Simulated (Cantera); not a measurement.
Thermodynamics of roasting and sulfation, feed FeS2 + SO3 + CO2

A closed system holds: 1 mol FeS2, 0.52 mol SO3, 3.4 mol CO2, equilibrated at 89.0 mbar.

These are equilibrium values from Cantera (NASA tables, ideal gas, pure condensed phases), not measurements of a reactor. Candidate condensed phases: C, Fe, Fe(CO)5, FeO, FeS, FeSO4, FeS2, Fe2O3, Fe2(SO4)3, Fe3O4, S; 25 gas species. Metal and sulfide melt together well below either melting point, which pure phases cannot show. Mutual solubility and eutectic melting of coexisting phases are not modelled. The tables' stoichiometric FeO is somewhat more stable than real wüstite, so its field is too wide. FeO, FeS: taken at fixed stoichiometry. Gases not in the tables: S3 to S7. Equilibrium is a limit: real reactors are often held back by kinetics, nucleation or transport.

From 700 K to 800 K the condensed part is FeS2(s) + Fe3O4(s). From 900 K to 1300 K the condensed part is FeS(s). At 1400 K the condensed part is FeO(s) + FeS(s). From 1500 K to 1600 K the condensed part is FeO(s) + FeS(l). From 1700 K to 1900 K the condensed part is FeO(l).

```tsv
T (K)	x CO2	x CO	x SO2	x S2	x SO	x S2O	n FeS2(s)	n Fe3O4(s)	n FeS(s)	n FeO(s)	n FeS(l)	n FeO(l)
700	0.826	4.20e-6	0.174	0.000132	1.02e-8	2.01e-5	0.902	0.0327	0	0	0	0
800	0.825	7.58e-5	0.172	0.00210	2.77e-7	0.000146	0.895	0.0348	0	0	0	0
900	0.746	0.000936	0.172	0.0787	5.21e-6	0.00206	0	0	1.00	0	0	0
1000	0.742	0.00361	0.173	0.0780	2.65e-5	0.00195	0	0	1.00	0	0	0
1100	0.734	0.0107	0.176	0.0760	0.000101	0.00185	0	0	1.00	0	0	0
1200	0.716	0.0254	0.183	0.0720	0.000306	0.00175	0	0	1.00	0	0	0
1300	0.687	0.0502	0.194	0.0653	0.000784	0.00163	0	0	1.00	0	0	0
1400	0.639	0.0881	0.204	0.0641	0.00178	0.00160	0	0	0.941	0.0587	0	0
1500	0.551	0.152	0.195	0.0949	0.00386	0.00206	0	0	0	0.386	0.614	0
1600	0.457	0.221	0.192	0.118	0.00743	0.00237	0	0	0	0.699	0.301	0
1700	0.367	0.287	0.190	0.138	0.0131	0.00259	0	0	0	0	0	1.000
1800	0.312	0.333	0.208	0.121	0.0214	0.00242	0	0	0	0	0	1.000
1900	0.264	0.372	0.222	0.105	0.0326	0.00222	0	0	0	0	0	0.999
```
x: gas mole fraction; n: condensed amount in mol.
